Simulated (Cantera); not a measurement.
Source: NASA polynomial tables (part measured, part estimated), evaluated in Cantera. Values are per mole of reaction as written; species without (g) are pure solids or liquids, kept so even where they would boil at 1 bar.

TiO(g) + N(g) ⇌ NO(g) + Ti, with ΔH° = -435.8 kJ and ΔS° = -145.3 J/K at 300 K.

Question: How far is the shortcut ΔG° ≈ ΔH°(300 K) − T·ΔS°(300 K) from the full temperature-dependent value at 1100, 1125, 1150, 1175, 1200, 1225, 1250, 1275, 1300, 1325 K?

Answer: 
```json
[
 {"T (K)": "1100", "shortcut (kJ)": "-276.0", "full (kJ)": "-277.6", "difference (kJ)": "1.6", "difference in log10 K": "-0.08", "condensed phases": "Ti(α)"},
 {"T (K)": "1125", "shortcut (kJ)": "-272.3", "full (kJ)": "-274.1", "difference (kJ)": "1.7", "difference in log10 K": "-0.08", "condensed phases": "Ti(α)"},
 {"T (K)": "1150", "shortcut (kJ)": "-268.7", "full (kJ)": "-270.6", "difference (kJ)": "1.9", "difference in log10 K": "-0.08", "condensed phases": "Ti(α)"},
 {"T (K)": "1175", "shortcut (kJ)": "-265.1", "full (kJ)": "-267.1", "difference (kJ)": "2.1", "difference in log10 K": "-0.09", "condensed phases": "Ti(β)"},
 {"T (K)": "1200", "shortcut (kJ)": "-261.4", "full (kJ)": "-263.7", "difference (kJ)": "2.3", "difference in log10 K": "-0.10", "condensed phases": "Ti(β)"},
 {"T (K)": "1225", "shortcut (kJ)": "-257.8", "full (kJ)": "-260.3", "difference (kJ)": "2.5", "difference in log10 K": "-0.11", "condensed phases": "Ti(β)"},
 {"T (K)": "1250", "shortcut (kJ)": "-254.2", "full (kJ)": "-256.9", "difference (kJ)": "2.8", "difference in log10 K": "-0.12", "condensed phases": "Ti(β)"},
 {"T (K)": "1275", "shortcut (kJ)": "-250.5", "full (kJ)": "-253.5", "difference (kJ)": "3.0", "difference in log10 K": "-0.12", "condensed phases": "Ti(β)"},
 {"T (K)": "1300", "shortcut (kJ)": "-246.9", "full (kJ)": "-250.1", "difference (kJ)": "3.2", "difference in log10 K": "-0.13", "condensed phases": "Ti(β)"},
 {"T (K)": "1325", "shortcut (kJ)": "-243.3", "full (kJ)": "-246.8", "difference (kJ)": "3.5", "difference in log10 K": "-0.14", "condensed phases": "Ti(β)"}
]
```
The shortcut ignores heat capacities and the phase changes listed.
